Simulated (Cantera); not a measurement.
What does this Cantera script print?

```python
import numpy as np
import cantera as ct

gas_names = [...]  # 109 gases of nasa_gas.yaml made of C, Cl, H, Si
cond_names = """
    C(gr) C6H6(L) C7H8(L) C8H18(L),n-octa Si(cr) Si(L) SiC(b)
""".split()


# ... load() reads the species with a 1 bar reference pressure and builds the phases ...
atoms = {
    'Si(CH3)4': {'Si': 1, 'C': 4, 'H': 12},
    'HCl': {'H': 1, 'CL': 1},
    'H2': {'H': 2},
}
top_T = {'C(gr)': 4500, 'SiC(b)': 3050}  # K; cautious upper limits of use, not melting points


# ... equilibrate(T, P, feed) seeds the gas with the atoms and calls Mixture.equilibrate('TP', solver="vcs", rtol=1e-11, max_steps=5000) ...
results = []
T = 1873.15  # K
P = 1333.22  # Pa
for m in [1.1, 1.7, 2.7, 4.2, 6.7, 11, 17, 26, 42]:
    feed = {'Si(CH3)4': 1, 'HCl': 4.1, 'H2': m}  # mol
    mix = equilibrate(T, P, feed)
    results.append((T, P, feed, dict(zip(mix.species_names, mix.species_moles))))
    x = sorted(zip(gas.X, gas.species_names), reverse=True)
    print(f"T = {T:g} K  P = {P:g} Pa  n(H2) = {m:g} mol  gas = {mix.phase_moles(0):.4g} mol")
    print("   x: " + "  ".join(f"{s} {v:.3e}" for v, s in x if v > 0.0001))
    print("   condensed (mol): " + ("  ".join(f"{mix.phase(i).name} {mix.phase_moles(i):.4g}"
          for i in range(1, mix.n_phases) if mix.phase_moles(i) > 1e-12) or "none"))
```

Output:

```
T = 1873.15 K  P = 1333.22 Pa  n(H2) = 1.1 mol  gas = 11.23 mol
   x: H2 6.466e-01  HCL 3.308e-01  SiCL2 1.575e-02  H 4.500e-03  CL 1.744e-03  SiCL3 2.774e-04  C2H2,acetylene 2.020e-04
   condensed (mol): C(gr) 3.176  SiC(b) 0.8189
T = 1873.15 K  P = 1333.22 Pa  n(H2) = 1.7 mol  gas = 11.84 mol
   x: H2 6.633e-01  HCL 3.160e-01  SiCL2 1.401e-02  H 4.558e-03  CL 1.644e-03  SiCL3 2.327e-04  C2H2,acetylene 2.072e-04
   condensed (mol): C(gr) 3.165  SiC(b) 0.8304
T = 1873.15 K  P = 1333.22 Pa  n(H2) = 2.7 mol  gas = 12.84 mol
   x: H2 6.878e-01  HCL 2.939e-01  SiCL2 1.168e-02  H 4.641e-03  CL 1.502e-03  C2H2,acetylene 2.149e-04  SiCL3 1.773e-04
   condensed (mol): C(gr) 3.148  SiC(b) 0.8466
T = 1873.15 K  P = 1333.22 Pa  n(H2) = 4.2 mol  gas = 14.34 mol
   x: H2 7.186e-01  HCL 2.658e-01  SiCL2 9.148e-03  H 4.744e-03  CL 1.329e-03  C2H2,acetylene 2.245e-04  SiCL3 1.228e-04
   condensed (mol): C(gr) 3.128  SiC(b) 0.8659
T = 1873.15 K  P = 1333.22 Pa  n(H2) = 6.7 mol  gas = 16.85 mol
   x: H2 7.581e-01  HCL 2.291e-01  SiCL2 6.440e-03  H 4.873e-03  CL 1.115e-03  C2H2,acetylene 2.369e-04
   condensed (mol): C(gr) 3.103  SiC(b) 0.8891
T = 1873.15 K  P = 1333.22 Pa  n(H2) = 11 mol  gas = 21.16 mol
   x: H2 8.050e-01  HCL 1.848e-01  H 5.021e-03  SiCL2 3.949e-03  CL 8.732e-04  C2H2,acetylene 2.515e-04
   condensed (mol): C(gr) 3.075  SiC(b) 0.9145
T = 1873.15 K  P = 1333.22 Pa  n(H2) = 17 mol  gas = 27.18 mol
   x: H2 8.461e-01  HCL 1.455e-01  H 5.147e-03  SiCL2 2.327e-03  CL 6.703e-04  C2H2,acetylene 2.643e-04
   condensed (mol): C(gr) 3.05  SiC(b) 0.935
T = 1873.15 K  P = 1333.22 Pa  n(H2) = 26 mol  gas = 36.2 mol
   x: H2 8.825e-01  HCL 1.102e-01  H 5.257e-03  SiCL2 1.279e-03  CL 4.970e-04  C2H2,acetylene 2.757e-04
   condensed (mol): C(gr) 3.028  SiC(b) 0.9519
T = 1873.15 K  P = 1333.22 Pa  n(H2) = 42 mol  gas = 52.25 mol
   x: H2 9.165e-01  HCL 7.691e-02  H 5.357e-03  SiCL2 6.006e-04  CL 3.405e-04  C2H2,acetylene 2.863e-04
   condensed (mol): C(gr) 3.003  SiC(b) 0.9665
```

These are equilibrium values from Cantera (NASA tables, ideal gas, pure condensed phases), not measurements of a reactor. The tables' values for SiCl3, SiCl are old estimates; treat these amounts as uncertain.
